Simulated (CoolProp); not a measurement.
Vapour-liquid equilibrium of n-butane (1) + cyclohexane (2) at 0.134 MPa; x and y are mole fractions of (1).

Model: multi-fluid Helmholtz-energy mixture model, Bücker 2006 and Zhou 2014; pair parameters Bell 2016, in CoolProp.

Task: Give the bubble temperature and the first vapour's composition at x = 0.05, 0.15, 0.55. Is there an azeotrope?

Result: x = 0.05: 353.9 K, y = 0.271; x = 0.15: 336.7 K, y = 0.619; x = 0.55: 297.2 K, y = 0.958. No azeotrope shows between x = 0.05 and 0.95.

Pair parameters are fitted to limited data, so mixtures are less certain than the pure fluids.
